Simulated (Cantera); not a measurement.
A Cantera script and its output.

```python
import numpy as np
import cantera as ct

gas = ct.Solution("gri30.yaml")
gas.TPX = 623, 79000, {'CH3OH': 1, 'O2': 1.72, 'N2': 6.48, 'H2O': 0.23}
flame = ct.FreeFlame(gas, width=0.047)
flame.set_refine_criteria(ratio=3, slope=0.08, curve=0.16)
flame.transport_model = "mixture-averaged"
flame.solve(loglevel=0, auto=True)
z, T = flame.grid, flame.T
thick = (T[-1] - T[0]) / np.gradient(T, z).max()
show = ['CH3OH', 'O2', 'H2O', 'H', 'CH2CO', 'NO']
print(f"laminar burning velocity  {flame.velocity[0] * 100:.3f} cm/s")
print(f"burnt temperature         {T[-1]:.1f} K")
print(f"thermal thickness         {thick * 1e3:.4f} mm")
print(f"grid points               {len(z)}")
z0 = z[flame.heat_release_rate.argmax()]
print(f"{'z/mm':>9s}{'T/K':>9s}{'u/(m/s)':>9s}" + "".join(f"{s:>11s}" for s in show))
rows = []
for k in (-3, -2, -1.5, -1, -0.5, -0.25, 0, 0.25, 0.5, 1, 2, 4, 8):
    zz = z0 + k * thick
    rows.append([k * thick, np.interp(zz, z, T), np.interp(zz, z, flame.velocity),
                 *(np.interp(zz, z, flame.X[gas.species_index(s)]) for s in show)])
    print(f"{rows[-1][0] * 1e3:9.3f}{rows[-1][1]:9.1f}{rows[-1][2]:9.3f}" + "".join(f"{x:11.3e}" for x in rows[-1][3:]))
```

Result:

```
laminar burning velocity  124.184 cm/s
burnt temperature         2267.1 K
thermal thickness         0.3665 mm
grid points               136
     z/mm      T/K  u/(m/s)      CH3OH         O2        H2O          H      CH2CO         NO
   -1.100    623.2    1.244  1.059e-01  1.821e-01  2.444e-02  4.176e-16  3.333e-11  2.933e-11
   -0.733    625.3    1.252  1.055e-01  1.814e-01  2.501e-02  3.439e-14  5.882e-10  3.045e-10
   -0.550    634.0    1.274  1.048e-01  1.801e-01  2.701e-02  2.816e-12  4.552e-09  1.537e-09
   -0.367    683.6    1.385  1.015e-01  1.748e-01  3.634e-02  1.035e-09  4.744e-08  1.047e-08
   -0.183    962.0    2.002  7.848e-02  1.492e-01  7.757e-02  1.607e-06  5.901e-07  1.206e-07
   -0.092   1295.4    2.766  4.392e-02  1.179e-01  1.212e-01  8.366e-05  1.722e-06  4.195e-07
    0.000   1665.7    3.650  6.075e-03  8.164e-02  1.695e-01  1.715e-03  3.455e-06  1.061e-06
    0.092   1790.9    3.936  5.842e-05  5.937e-02  1.895e-01  5.670e-03  7.098e-07  1.890e-06
    0.183   1835.7    4.016  1.592e-07  4.825e-02  1.943e-01  7.685e-03  4.418e-08  2.864e-06
    0.367   1901.1    4.128  2.686e-11  4.041e-02  1.954e-01  8.028e-03  1.663e-10  4.904e-06
    0.733   1984.3    4.278  2.700e-15  3.577e-02  1.981e-01  6.372e-03  1.914e-14  8.679e-06
    1.466   2074.7    4.447  2.458e-17  3.231e-02  2.041e-01  3.939e-03  3.277e-19  1.533e-05
    2.932   2157.9    4.600  8.500e-18  2.912e-02  2.103e-01  2.069e-03  9.079e-20  2.739e-05
```

Cantera simulation using GRI-Mech 3.0 (53 species, 325 reactions); the numbers are that mechanism's predictions, not measurements. GRI-Mech 3.0 was tuned for natural gas; its chemistry of methanol as a main component is partial and can be far from experiment. Burning velocities carry a grid error of a few per cent, more on coarse grids.
